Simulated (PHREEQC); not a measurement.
## Spent oxide etchant (model solution)

Solution (20 °C): 0.0012 mol NH4HF2 and 0.016 mol (NH4)2SiF6 per kg of water. Closed to the air; pH follows from the charge balance.

Equilibrium calculation in PHREEQC: ion-association model, phreeqc.dat.

```
Quantity                   Value
----------------  --------------
pH                          3.21
ionic strength    0.0496 mol/kgw
total alkalinity    -65.2 meq/kg
```

```csv
species,molality,activity,log γ
NH4+,0.0332,0.0267,-0.095
SiF6-2,0.0157,0.00734,-0.330
F-,0.00250,0.00204,-0.090
HF,0.00168,0.00170,0.005
H+,0.000713,0.000610,-0.068
H4SiO4,0.000303,0.000307,0.005
HF2-,1.55e-5,1.28e-5,-0.085
NH3,1.72e-8,1.74e-8,0.005
```

No solid was allowed to form. The solution is supersaturated, for example in Quartz (slow to form), Chalcedony (slow to form), so a real one may precipitate; this is no full list. SiF6-2 is the database's only silicon fluoride.
